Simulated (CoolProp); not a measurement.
Vapour-liquid equilibrium of R22 (1) + n-pentane (2) at -60.55 °C; x and y are mole fractions of (1).

Model: multi-fluid Helmholtz-energy mixture model, Kamei 1995 and Thol 2019; pair parameters Bell 2016, in CoolProp.

```tsv
x	bubble pressure (bar)	y at the bubble point	dew pressure at overall composition x (bar)	liquid density (mol/L)
0.05	0.05925	0.903	0.006305	9.940
0.125	0.1274	0.958	0.006843	10.29
0.2	0.1808	0.972	0.007481	10.66
0.275	0.2204	0.978	0.008250	11.05
0.35	0.2483	0.982	0.009195	11.47
0.425	0.2674	0.984	0.01038	11.91
0.5	0.2804	0.985	0.01193	12.40
0.575	0.2898	0.986	0.01401	12.92
0.65	0.2978	0.987	0.01697	13.48
0.725	0.3061	0.988	0.02152	14.10
0.8	0.3164	0.990	0.02940	14.77
0.875	0.3299	0.992	0.04638	15.52
0.95	0.3480	0.996	0.1094	16.34
```

No azeotrope shows between x = 0.05 and 0.95.

Pair parameters are fitted to limited data, so mixtures are less certain than the pure fluids. With so large a gap from Raoult's law the liquid may split in two, which this calculation doesn't test in full.
